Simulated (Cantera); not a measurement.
An adiabatic, constant-volume homogeneous reactor starts with C₃H₈ : O₂ : N₂ = 1 : 5 : 18.8 (molar parts), equivalence ratio 1.0, at 1000 K and 180000 Pa.

Detailed kinetics in Cantera: GRI-Mech 3.0 (53 species, 325 reactions). GRI-Mech 3.0 was tuned for natural gas; its chemistry of propane as a main component is partial and can be far from experiment.

**Question.** Predict: time of steepest temperature rise; temperature at 0.900 s; equilibrium temperature; x(O₂) at 0.900 s; x(HO₂) at 0.900 s; x(NO₂) at 0.900 s; x(HCO) at 0.900 s.

**Answer.** 
- time of steepest temperature rise: 0.358 s
- temperature at 0.900 s: 2846 K
- equilibrium temperature: 2846 K
- x(O₂) at 0.900 s: 0.0169 (gas-phase equilibrium 0.0169)
- x(HO₂) at 0.900 s: 8.30e-6 (gas-phase equilibrium 8.30e-6)
- x(NO₂) at 0.900 s: 4.54e-6 (gas-phase equilibrium 4.54e-6)
- x(HCO) at 0.900 s: 9.10e-8 (gas-phase equilibrium 9.10e-8)
